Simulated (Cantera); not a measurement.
**Equilibrium for carbon deposition, reforming and gasification: C2H6 + O2 + H2**

Input: 1 mol C2H6, 0.54 mol O2, 38 mol H2, at 2300 °C and 1.10 bar.

Cantera equilibrium calculation (NASA polynomials, part measured and part estimated; ideal gas, pure solids and liquids). Candidate condensed phases: C, C6H6, C7H8, C8H18, H2O; 110 gas species. Kinetics and transport are ignored.

| Quantity | Value |
|---|---|
| x(H2) | 0.932 |
| x(H) | 0.0316 |
| x(CO) | 0.0253 |
| x(C2H2 (acetylene)) | 0.0105 |
| x(CH4) | 0.000113 |
| x(CH3) | 6.75e-5 |
| x(C4H2) | 4.91e-5 |
| x(C2H) | 2.98e-5 |
| x(C2H2 (vinylidene)) | 1.04e-5 |
| gas amount | 42.75 mol |
| log10 activity of C(graphite) (absent) | -0.06 |
